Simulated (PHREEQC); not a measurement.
Consider water at 25 °C with 1.7e-05 mol/kgw CdCl2, 0.0032 mol/kgw NaCl and 4.5e-06 mol/kgw FeSO4. Closed to the air; pH follows from the charge balance.

Equilibrium calculation in PHREEQC: ion-association model, phreeqc.dat.

### Question
The ionic strength comes out as 0.00326 mol/kgw. What activity coefficients do Cl-, Fe+2, Na+, SO4-2, Cd+2 get?

### Answer
Cl- 0.94, Fe+2 0.79, Na+ 0.94, SO4-2 0.78, Cd+2 0.78.

Precipitation was switched off in this run. Complexes and solids missing from the database can't appear.
